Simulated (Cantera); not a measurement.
## Reactions in the system Ca-N-O-S

Standard-state values (1 bar) from the NASA 1993 polynomials, evaluated with Cantera. Values are per mole of reaction as written; species without (g) are pure solids or liquids, kept so even where they would boil at 1 bar.

CaS + 2 N2O(g) ⇌ Ca(g) + 2 N2(g) + SO2(g)

| T (K) | ΔH° (kJ) | ΔS° (J/K) | ΔG° (kJ) | log10 K |
|---|---|---|---|---|
| 300 | 191.0 | 289.7 | 104.1 | -18.12 |
| 1500 | 165.6 | 259.7 | -223.9 | 7.80 |
| 1600 | 162.9 | 258.0 | -249.8 | 8.16 |
| 1700 | 160.1 | 256.3 | -275.5 | 8.47 |
| 1800 | 157.3 | 254.7 | -301.1 | 8.74 |
| 1900 | 154.4 | 253.1 | -326.5 | 8.98 |
| 2000 | 151.5 | 251.6 | -351.7 | 9.19 |
| 2100 | 148.6 | 250.2 | -376.8 | 9.37 |
| 2200 | 145.6 | 248.8 | -401.7 | 9.54 |
| 2300 | 142.6 | 247.5 | -426.6 | 9.69 |
| 2400 | 139.6 | 246.2 | -451.2 | 9.82 |
| 2500 | 136.5 | 244.9 | -475.8 | 9.94 |
